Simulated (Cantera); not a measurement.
Ammonia decomposition in nitride growth gas

An isothermal, constant-pressure homogeneous reactor starts with 33.3 % NH₃, 66.7 % H₂, at 2148 K and 0.0133 bar.

Detailed kinetics in Cantera: the gas-phase N/H chemistry of the illustrative SiF4/NH3 mechanism in the Surface Chemkin manual (1991). Walls and surfaces, which speed up NH3 decomposition in real reactors, are not modelled.

| t (s) | x NH₃ | x H₂ | x N₂ | x NH₂ | x H |
|---|---|---|---|---|---|
| 3.00e-6 | 0.333 | 0.667 | <1e-12 | 6.72e-7 | 6.16e-7 |
| 8.22e-6 | 0.333 | 0.667 | <1e-12 | 1.95e-6 | 1.58e-6 |
| 2.25e-5 | 0.333 | 0.667 | <1e-12 | 5.62e-6 | 4.04e-6 |
| 6.16e-5 | 0.333 | 0.667 | 1.08e-11 | 1.57e-5 | 1.07e-5 |
| 0.000169 | 0.333 | 0.667 | 9.30e-10 | 4.35e-5 | 2.89e-5 |
| 0.000462 | 0.333 | 0.667 | 5.22e-8 | 0.000119 | 7.85e-5 |
| 0.00127 | 0.333 | 0.667 | 2.17e-6 | 0.000323 | 0.000213 |
| 0.00346 | 0.332 | 0.666 | 8.06e-5 | 0.000829 | 0.000547 |
| 0.00949 | 0.328 | 0.669 | 0.00144 | 0.00133 | 0.000895 |
| 0.0260 | 0.314 | 0.677 | 0.00670 | 0.00132 | 0.000938 |
| 0.0711 | 0.279 | 0.699 | 0.0198 | 0.00122 | 0.00100 |
| 0.195 | 0.206 | 0.745 | 0.0474 | 0.000985 | 0.00117 |
| 0.533 | 0.0973 | 0.812 | 0.0881 | 0.000587 | 0.00161 |
| 1.46 | 0.0155 | 0.862 | 0.119 | 0.000171 | 0.00314 |
| 4.00 | 1.92e-5 | 0.856 | 0.124 | 1.39e-6 | 0.0203 |
x: mole fraction; the columns are a selection and need not sum to one.

Equilibrium at this temperature and pressure: NH₃ 5.78e-8, H₂ 0.844, N₂ 0.123, NH₂ 6.98e-9, H 0.0334 (gas phase only).
